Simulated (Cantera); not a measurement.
Cantera run:

```python
import numpy as np
import cantera as ct

gas_names = """
    CL CL2 H HCL H2 Si SiCL SiCL2 SiCL3 SiCL4 SiH SiHCL3 SiH2 SiH2CL2 SiH3 SiH3CL SiH4 Si2 Si3
""".split()
cond_names = """
    Si(cr) Si(L)
""".split()


# ... load() reads the species with a 1 bar reference pressure and builds the phases ...
atoms = {
    'SiCl4': {'Si': 1, 'CL': 4},
    'H2': {'H': 2},
}
top_T = {}  # K; cautious upper limits of use, not melting points


# ... equilibrate(T, P, feed) seeds the gas with the atoms and calls Mixture.equilibrate('TP', solver="vcs", rtol=1e-11, max_steps=5000) ...
results = []
T = 1398  # K
P = 140  # Pa
for m in [12, 16, 22, 30, 40, 54, 73, 99, 130, 180, 240, 330]:
    feed = {'SiCl4': 1, 'H2': m}  # mol
    mix = equilibrate(T, P, feed)
    results.append((T, P, feed, dict(zip(mix.species_names, mix.species_moles))))

top = {s: max(r[3][s] / sum(r[3][g] for g in gas_names) for r in results) for s in gas_names}
cols = sorted((s for s in top if top[s] > 0.001), key=lambda s: -top[s])[:9]
seen = [c for c in cond_names if any(r[3].get(c, 0) > 1e-12 for r in results)]
print("log10 of partial pressures in bar; condensed amounts in mol")
print(f"{'n(H2)':>10s}" + "".join(f"{s[:9]:>10s}" for s in cols + seen))
for T, P, feed, n in results:
    ng = sum(n[g] for g in gas_names)
    print(f"{feed['H2']:10.4g}" + "".join(f"{np.log10(max(n[s] / ng * P / 1e5, 1e-99)):10.3f}" for s in cols)
          + "".join(f"{n.get(c, 0):10.4g}" for c in seen))
```

It prints:

```
log10 of partial pressures in bar; condensed amounts in mol
     n(H2)        H2       HCL     SiCL2     SiCL3    Si(cr)
        12    -2.957    -3.707    -4.015    -5.539         0
        16    -2.935    -3.780    -4.157    -5.767   0.07914
        22    -2.916    -3.860    -4.336    -6.036    0.1914
        30    -2.901    -3.946    -4.522    -6.314    0.3004
        40    -2.890    -4.032    -4.704    -6.588    0.3983
        54    -2.882    -4.127    -4.904    -6.887    0.4947
        73    -2.875    -4.229    -5.113    -7.202    0.5834
        99    -2.870    -4.337    -5.334    -7.533    0.6631
       130    -2.866    -4.437    -5.538    -7.839    0.7251
       180    -2.863    -4.561    -5.789    -8.215    0.7876
       240    -2.861    -4.674    -6.017    -8.557    0.8329
       330    -2.859    -4.801    -6.275    -8.943    0.8732
```

Equilibrium computed with Cantera from the NASA thermochemical tables; the gas is ideal and each condensed phase is pure. The tables' values for SiCl3 are old estimates; treat these amounts as uncertain.
